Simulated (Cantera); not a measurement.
Charge: 1 mol AlCl3, 350 mol NH3, 58 mol N2, equilibrated at 10.0 mbar.

Equilibrium computed with Cantera from the NASA thermochemical tables; the gas is ideal and each condensed phase is pure. Candidate condensed phases: Al, AlCl3, AlN, NH4Cl; 20 gas species. The tables' values for AlCl2 are old estimates; treat these amounts as uncertain. Equilibrium is a limit: real reactors are often held back by kinetics, nucleation or transport.

log p: log10 of the partial pressure in bar; n: condensed amount in mol.

```
T (K)  log p H2  log p N2  log p H  log p HCl  log p AlCl  n AlN(s)
-----  --------  --------  -------  ---------  ----------  --------
973       -2.16     -2.51   -10.05      -4.40      -11.88     0.999
1073      -2.16     -2.51    -8.93      -4.40      -10.11     0.998
1173      -2.16     -2.51    -8.01      -4.40       -8.65     0.998
1273      -2.16     -2.51    -7.23      -4.40       -7.42     0.994
1373      -2.16     -2.51    -6.56      -4.41       -6.37     0.963
1473      -2.16     -2.51        …      -4.44           …         …
1573      -2.16     -2.51        …      -4.58       -4.89         0
1673      -2.16     -2.51    -5.02      -4.58       -4.89         0
1773      -2.16     -2.51    -4.63      -4.58       -4.89         0
1873      -2.16     -2.51    -4.27      -4.58       -4.90         0
```

Complete the blanks.


- 1573, log p H: -5.47
- 1473, log p H: -5.98
- 1473, log p AlCl: -5.50
- 1473, n AlN(s): 0.752
